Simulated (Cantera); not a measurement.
A closed system holds: 1 mol Al, 0.016 mol H₂O, 4.8 mol H₂, equilibrated at 31.0 mbar.

Method: chemical equilibrium by Gibbs-energy minimisation in Cantera with the NASA 1993 tables (ideal gas, pure condensed phases). Candidate condensed phases: Al, Al₂O₃, H₂O; 19 gas species. Mutual solubility and eutectic melting of coexisting phases are not modelled. The numbers say what is thermodynamically allowed, not how fast it happens.

### Question
Which condensed phases are stable at each of these points (T (°C)): 525, 575, 625, 675, 725, 775, 825?

### Answer
```json
[
 {"T (°C)": "525", "condensed phases": "Al(s) + Al₂O₃(s)", "Al condensed (%)": "100.0"},
 {"T (°C)": "575", "condensed phases": "Al(s) + Al₂O₃(s)", "Al condensed (%)": "100.0"},
 {"T (°C)": "625", "condensed phases": "Al(s) + Al₂O₃(s)", "Al condensed (%)": "100.0"},
 {"T (°C)": "675", "condensed phases": "Al(l) + Al₂O₃(s)", "Al condensed (%)": "100.0"},
 {"T (°C)": "725", "condensed phases": "Al(l) + Al₂O₃(s)", "Al condensed (%)": "100.0"},
 {"T (°C)": "775", "condensed phases": "Al(l) + Al₂O₃(s)", "Al condensed (%)": "100.0"},
 {"T (°C)": "825", "condensed phases": "Al(l) + Al₂O₃(s)", "Al condensed (%)": "100.0"}
]
```

From 525 °C to 625 °C the condensed part is Al(s) + Al₂O₃(s). From 675 °C to 825 °C the condensed part is Al(l) + Al₂O₃(s).
